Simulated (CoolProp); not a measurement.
Methane along the isobar 4.83 MPa: fugacity coefficient from the reference equation and from simpler models built on Tc = 190.6 K, pc = 4.599 MPa, ω = 0.011; each cubic takes its own stable root.

Computed with CoolProp (reference Helmholtz-energy equation of state, Setzmann 1991).

| T (K) | phase | reference | van der Waals | Redlich-Kwong | Soave-Redlich-Kwong | Peng-Robinson |
|---|---|---|---|---|---|---|
| 96.8 | liquid | 0.006168 | 0.03821 | 0.003281 | 0.005809 | 0.006101 |
| 116 | liquid | 0.03406 | 0.1056 | 0.02641 | 0.03354 | 0.03367 |
| 135.2 | liquid | 0.1087 | 0.2149 | 0.1001 | 0.1096 | 0.1075 |
| 154.4 | liquid | 0.2465 | 0.3603 | 0.2443 | 0.2510 | 0.2433 |
| 173.6 | liquid | 0.4437 | 0.5271 | 0.4488 | 0.4508 | 0.4349 |
| 192.8 | supercritical | 0.6636 | 0.6882 | 0.6621 | 0.6621 | 0.6386 |
| 212 | supercritical | 0.7563 | 0.7632 | 0.7529 | 0.7536 | 0.7287 |
| 231.2 | supercritical | 0.8147 | 0.8121 | 0.8111 | 0.8130 | 0.7883 |
| 250.4 | supercritical | 0.8566 | 0.8482 | 0.8529 | 0.8562 | 0.8322 |
| 269.6 | supercritical | 0.8878 | 0.8760 | 0.8842 | 0.8886 | 0.8657 |
| 288.8 | supercritical | 0.9117 | 0.8978 | 0.9081 | 0.9136 | 0.8918 |
| 308 | supercritical | 0.9303 | 0.9152 | 0.9267 | 0.9331 | 0.9124 |
| 327.2 | supercritical | 0.9450 | 0.9294 | 0.9414 | 0.9486 | 0.9290 |
| 346.4 | supercritical | 0.9569 | 0.9410 | 0.9532 | 0.9609 | 0.9424 |
| 365.6 | supercritical | 0.9664 | 0.9506 | 0.9627 | 0.9708 | 0.9534 |
